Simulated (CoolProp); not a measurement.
Vapour-liquid equilibrium of cyclohexane (1) + n-octane (2) at 33.35 °C; x and y are mole fractions of (1).

The numbers come from the multi-fluid Helmholtz-energy mixture model, Zhou 2014 and Beckmüller 2019; pair parameters Bell 2016 in CoolProp.

```json
[
 {"x": "0.05", "bubble pressure (MPa)": "0.003766", "y at the bubble point": "0.254", "dew pressure at overall composition x (MPa)": "[?]", "liquid density (mol/L)": "6.161"},
 {"x": "0.2", "bubble pressure (MPa)": "0.006215", "y at the bubble point": "0.618", "dew pressure at overall composition x (MPa)": "0.003557", "liquid density (mol/L)": "6.500"},
 {"x": "0.35", "bubble pressure (MPa)": "0.008636", "y at the bubble point": "0.776", "dew pressure at overall composition x (MPa)": "0.004201", "liquid density (mol/L)": "6.875"},
 {"x": "0.5", "bubble pressure (MPa)": "0.01101", "y at the bubble point": "0.863", "dew pressure at overall composition x (MPa)": "0.005131", "liquid density (mol/L)": "7.292"},
 {"x": "0.65", "bubble pressure (MPa)": "0.01333", "y at the bubble point": "0.920", "dew pressure at overall composition x (MPa)": "0.006587", "liquid density (mol/L)": "7.759"},
 {"x": "0.8", "bubble pressure (MPa)": "0.01564", "y at the bubble point": "0.960", "dew pressure at overall composition x (MPa)": "0.009187", "liquid density (mol/L)": "8.285"},
 {"x": "0.95", "bubble pressure (MPa)": "0.01796", "y at the bubble point": "[?]", "dew pressure at overall composition x (MPa)": "[?]", "liquid density (mol/L)": "[?]"}
]
```

Q: Complete the blanks.

A: 
- 0.05, dew pressure at overall composition x (MPa): 0.003083
- 0.95, y at the bubble point: 0.991
- 0.95, dew pressure at overall composition x (MPa): 0.01499
- 0.95, liquid density (mol/L): 8.884

No azeotrope shows between x = 0.05 and 0.95.

Pair parameters are fitted to limited data, so mixtures are less certain than the pure fluids.
